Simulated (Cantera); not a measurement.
Charge: 1 mol H₂O, 12 mol N₂, 0.87 mol SO₂, equilibrated at 2.60 bar.

Equilibrium computed with Cantera from the NASA thermochemical tables; the gas is ideal and each condensed phase is pure. Candidate condensed phases: H₂O, H₂SO₄, S; 35 gas species. The numbers say what is thermodynamically allowed, not how fast it happens. All values below are at 2050 °C.

Base state: N₂ 0.862, H₂O 0.0682, SO₂ 0.0606, H₂ 0.00274, SO 0.00190, OH 0.00146, NO 0.00137, O₂ 0.00133 (mole fractions); condensed: gas only.

### Question
What changes in the equilibrium state with this change: H₂O replaced by H₂S?

### Answer
| species | before | after |
|---|---|---|
| N₂ | 0.862 | 0.839 |
| H₂O | 0.0682 | 0.0394 |
| S₂ | 1.80e-6 | 0.0359 |
| SO₂ | 0.0606 | 0.0323 |
| H₂ | 0.00274 | 0.0257 |
| SO | 0.00190 | 0.0165 |
| H₂S | 1.65e-6 | 0.00218 |
| S₂O | 6.80e-7 | 0.000832 |
| SH | 9.31e-6 | 0.00402 |
